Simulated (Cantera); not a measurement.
An adiabatic, constant-pressure homogeneous reactor starts with CO : H₂ : O₂ : N₂ : H₂O = 1 : 0.16 : 1.76 : 6.61 : 2.4 (molar parts), at 1675 K and 1.60 bar.

Cantera simulation using GRI-Mech 3.0 (53 species, 325 reactions); the numbers are that mechanism's predictions, not measurements.

x: mole fraction; the columns are a selection and need not sum to one.

```csv
t (s),T (K),x CO,x H₂,x O₂,x HO₂,x H₂O,x NO₂,x N₂O
5.00e-6,1675,0.0838,0.0134,0.148,1.77e-6,0.201,<1e-12,5.83e-11
1.47e-5,1682,0.0810,0.00905,0.142,6.97e-5,0.203,9.62e-12,2.37e-8
4.31e-5,(withheld),(withheld),(withheld),0.109,(withheld),0.202,(withheld),(withheld)
0.000127,2233,0.00562,0.00233,0.103,8.77e-6,0.215,1.83e-8,6.16e-7
0.000372,2286,0.00239,0.00109,0.103,7.63e-6,0.219,4.48e-8,5.19e-7
0.00109,2288,0.00228,0.00106,0.103,7.63e-6,0.220,1.08e-7,5.10e-7
0.00321,2288,0.00228,0.00105,0.103,7.62e-6,0.220,2.91e-7,5.09e-7
0.00941,2287,0.00227,0.00105,0.102,7.58e-6,0.220,8.16e-7,5.09e-7
0.0276,2284,0.00224,0.00104,0.102,7.49e-6,0.220,2.24e-6,5.07e-7
0.0812,2279,0.00219,0.00102,0.100,7.29e-6,0.220,5.29e-6,5.11e-7
0.238,2274,0.00214,0.000996,0.0987,7.10e-6,0.220,8.26e-6,5.21e-7
0.700,2273,0.00213,0.000993,0.0984,7.08e-6,0.220,8.70e-6,5.23e-7
```

Task: Some entries are withheld; supply them.

Result: 
- 4.31e-5, T (K): 1996
- 4.31e-5, x CO: 0.0222
- 4.31e-5, x H₂: 0.00712
- 4.31e-5, x HO₂: 3.01e-5
- 4.31e-5, x NO₂: 2.90e-9
- 4.31e-5, x N₂O: 4.40e-7
